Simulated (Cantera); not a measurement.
A freely propagating, adiabatic, planar premixed flame of 29.4 % H2, 14.8 % O2, 55.8 % N2, equivalence ratio 0.99, unburnt at 375 K and 100.0 Torr; mixture-averaged transport, grid criteria slope 0.08 and curve 0.16, no radiation.

Model: the H2/O2 subset of GRI-Mech 3.0, which has no nitrogen chemistry, integrated in Cantera. Burning velocities carry a grid error of a few per cent, more on coarse grids.

x: mole fraction of selected species; z is measured from the peak of heat release.

```json
[
 {"z (mm)": "-16.9", "T (K)": "375", "u (m/s)": "2.74", "x H2": "0.294", "x O2": "0.148", "x O": "<1e-8", "x OH": "<1e-8", "x HO2": "<1e-8", "x H2O2": "<1e-8"},
 {"z (mm)": "-11.3", "T (K)": "375", "u (m/s)": "2.74", "x H2": "0.294", "x O2": "0.148", "x O": "<1e-8", "x OH": "<1e-8", "x HO2": "<1e-8", "x H2O2": "<1e-8"},
 {"z (mm)": "-8.47", "T (K)": "375", "u (m/s)": "2.74", "x H2": "0.294", "x O2": "0.148", "x O": "<1e-8", "x OH": "<1e-8", "x HO2": "<1e-8", "x H2O2": "<1e-8"},
 {"z (mm)": "-5.65", "T (K)": "375", "u (m/s)": "2.74", "x H2": "0.294", "x O2": "0.148", "x O": "<1e-8", "x OH": "<1e-8", "x HO2": "<1e-8", "x H2O2": "<1e-8"},
 {"z (mm)": "-2.82", "T (K)": "377", "u (m/s)": "2.75", "x H2": "0.293", "x O2": "0.148", "x O": "3.38e-7", "x OH": "2.02e-6", "x HO2": "2.55e-5", "x H2O2": "7.10e-7"},
 {"z (mm)": "-1.41", "T (K)": "(withheld)", "u (m/s)": "4.01", "x H2": "0.267", "x O2": "0.145", "x O": "8.78e-5", "x OH": "0.000651", "x HO2": "6.80e-5", "x H2O2": "2.10e-5"},
 {"z (mm)": "0", "T (K)": "(withheld)", "u (m/s)": "7.13", "x H2": "0.145", "x O2": "0.104", "x O": "0.00518", "x OH": "0.00215", "x HO2": "1.85e-5", "x H2O2": "6.48e-7"},
 {"z (mm)": "1.41", "T (K)": "(withheld)", "u (m/s)": "9.09", "x H2": "0.0514", "x O2": "0.0431", "x O": "0.0125", "x OH": "0.00687", "x HO2": "6.59e-6", "x H2O2": "9.02e-7"},
 {"z (mm)": "2.82", "T (K)": "(withheld)", "u (m/s)": "9.89", "x H2": "0.0434", "x O2": "0.0339", "x O": "0.0131", "x OH": "0.00926", "x HO2": "4.48e-6", "x H2O2": "7.24e-7"},
 {"z (mm)": "5.65", "T (K)": "(withheld)", "u (m/s)": "10.7", "x H2": "0.0443", "x O2": "0.0304", "x O": "0.0123", "x OH": "0.0118", "x HO2": "3.35e-6", "x H2O2": "4.40e-7"},
 {"z (mm)": "11.3", "T (K)": "(withheld)", "u (m/s)": "11.6", "x H2": "0.0441", "x O2": "0.0268", "x O": "0.0107", "x OH": "0.0140", "x HO2": "2.47e-6", "x H2O2": "2.28e-7"},
 {"z (mm)": "22.6", "T (K)": "1903", "u (m/s)": "12.5", "x H2": "0.0417", "x O2": "0.0231", "x O": "0.00845", "x OH": "0.0155", "x HO2": "1.78e-6", "x H2O2": "1.19e-7"},
 {"z (mm)": "45.2", "T (K)": "2048", "u (m/s)": "13.3", "x H2": "0.0373", "x O2": "0.0192", "x O": "0.00610", "x OH": "0.0158", "x HO2": "1.29e-6", "x H2O2": "6.99e-8"}
]
```

Q: Some entries are withheld; supply them.

A: 
- -1.41, T (K): 560
- 0, T (K): 1034
- 1.41, T (K): 1334
- 2.82, T (K): 1460
- 5.65, T (K): 1599
- 11.3, T (K): 1750
